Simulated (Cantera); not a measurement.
Input: 1 mol Ta2O5, 2.5 mol CH4, 0.36 mol H2, 14 mol CO, held at 2325 K and 8.30 mbar.

These are equilibrium values from Cantera (NASA tables, ideal gas, pure condensed phases), not measurements of a reactor. Candidate condensed phases: C, C6H6, C7H8, C8H18, H2O, Ta, TaC, Ta2O5; 113 gas species. Mutual solubility and eutectic melting of coexisting phases are not modelled. Condensed phases not in the tables: Ta2C, N, O or C dissolved in the metal. Rates play no part.

Base state: CO 0.723, H2 0.207, H 0.0549, TaO2 0.0113, TaO 0.00253, H2O 0.00107, CO2 0.000659, OH 4.74e-5 (mole fractions); condensed: Ta(s) + Ta2O5(l).

Task: What changes in the equilibrium state with this change: temperature from 2325 K to 1898.15 K?

Result: 
| species | before | after |
|---|---|---|
| CO | 0.723 | 0.744 |
| H2 | 0.207 | 0.250 |
| H | 0.0549 | 0.00430 |
| TaO2 | 0.0113 | 1.48e-5 |
| TaO | 0.00253 | 1.64e-6 |
| OH | 4.74e-5 | 7.02e-7 |
| Ta(s), mol | 0.930 | 0 |
| Ta2O5(l), mol | 0.377 | 0 |
| TaC(s), mol | 0 | 0.719 |
| Ta2O5(s), mol | 0 | 0.640 |
TaC: taken at fixed stoichiometry. Condensed phases not in the tables: Ta2C.
